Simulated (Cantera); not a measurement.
Feed: 1 mol TiCl4, 8 mol O2, 19 mol H2, held at 0.0100 bar.

Method: chemical equilibrium by Gibbs-energy minimisation in Cantera with the NASA 1993 tables (ideal gas, pure condensed phases). Candidate condensed phases: H2O, Ti, TiCl2, TiCl3, TiCl4, TiO, TiO2, Ti2O3, Ti3O5, Ti4O7; 23 gas species. Rates play no part.

### Question
Which condensed phases are stable at each of these points (T (°C)): 1427, 1502, 1577, 1652, 1727, 1802, 1877?

### Answer
```csv
T (°C),condensed phases,Ti condensed (%)
1427,TiO2(rutile),100.0
1502,TiO2(rutile),100.0
1577,TiO2(rutile),100.0
1652,TiO2(rutile),100.0
1727,TiO2(rutile),100.0
1802,TiO2(rutile),99.8
1877,TiO2(l),99.4
```

From 1427 °C to 1802 °C the condensed part is TiO2(rutile). At 1877 °C the condensed part is TiO2(l).
